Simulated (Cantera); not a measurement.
An adiabatic, constant-volume homogeneous reactor starts with C₃H₈ : O₂ : N₂ = 1 : 10.6 : 40 (molar parts), at 1775 K and 5.80 bar. Integrator tolerance rtol = 1e-08.

Detailed kinetics in Cantera: GRI-Mech 3.0 (53 species, 325 reactions). GRI-Mech 3.0 was tuned for natural gas; its chemistry of propane as a main component is partial and can be far from experiment.

| quantity | before | after |
|---|---|---|
| time of steepest temperature rise | 3.34 µs | 2.15 ms |
| temperature at 0.200 s | 2789 K | 2425 K |
| equilibrium temperature | 2789 K | 2425 K |
| x(C₃H₈) at 0.200 s | <1e-12 (gas-phase equilibrium <1e-12) | <1e-12 (gas-phase equilibrium <1e-12) |
| x(O₂) at 0.200 s | 0.0927 (gas-phase equilibrium 0.0927) | 0.0987 (gas-phase equilibrium 0.0987) |
| x(CH₂) at 0.200 s | <1e-12 (gas-phase equilibrium <1e-12) | <1e-12 (gas-phase equilibrium <1e-12) |
| x(CO) at 0.200 s | 0.00761 (gas-phase equilibrium 0.00761) | 0.00126 (gas-phase equilibrium 0.00126) |
| x(H₂O) at 0.200 s | 0.0670 (gas-phase equilibrium 0.0670) | 0.0734 (gas-phase equilibrium 0.0734) |

Which change was made?
(A) initial temperature 1775 to 1198 K
(B) pressure from 5.80 bar to 6.30 bar
(C) initial temperature 1775 to 1475 K
(D) pressure from 5.80 bar to 27.0 bar

A, initial temperature 1775 to 1198 K
